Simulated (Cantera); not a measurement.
An isothermal, constant-pressure homogeneous reactor starts with 41.5 % H2, 24.4 % O2, 34.1 % N2, equivalence ratio 0.85, at 1400 K and 0.230 bar.

Computed with Cantera and the H2/O2 subset of GRI-Mech 3.0, which has no nitrogen chemistry. The temperature is held fixed by assumption; the heat of reaction is taken as removed at once.

x: mole fraction; the columns are a selection and need not sum to one.

| t (s) | x H2 | x O2 | x OH | x H | x HO2 | x H2O2 | x H2O |
|---|---|---|---|---|---|---|---|
| 0.000300 | 0.0336 | 0.0622 | ? | 0.0347 | 2.45e-5 | 3.59e-6 | 0.441 |
| 0.00143 | 0.00361 | 0.0470 | ? | 0.000858 | 1.28e-5 | 1.42e-6 | 0.516 |
| 0.00682 | 0.000173 | 0.0461 | ? | 8.93e-6 | 1.44e-6 | 2.10e-7 | 0.522 |
| 0.0325 | 1.45e-5 | 0.0461 | ? | 2.35e-7 | 1.46e-7 | 3.03e-8 | 0.523 |
| 0.155 | 3.05e-6 | 0.0461 | ? | 2.35e-8 | 5.01e-8 | 7.75e-9 | 0.523 |
| 0.739 | 2.31e-6 | 0.0461 | 6.98e-5 | 1.55e-8 | 4.59e-8 | 6.03e-9 | 0.523 |
| 3.52 | 2.31e-6 | 0.0461 | 6.98e-5 | 1.55e-8 | 4.59e-8 | 6.02e-9 | 0.523 |
| 16.8 | 2.31e-6 | 0.0461 | 6.98e-5 | 1.55e-8 | 4.59e-8 | 6.02e-9 | 0.523 |
| 80.0 | 2.31e-6 | 0.0461 | 6.98e-5 | 1.55e-8 | 4.59e-8 | 6.02e-9 | 0.523 |

Task: Complete the blanks.

Result: 
- 0.000300, x OH: 0.00971
- 0.00143, x OH: 0.00263
- 0.00682, x OH: 0.000574
- 0.0325, x OH: 0.000174
- 0.155, x OH: 8.08e-5
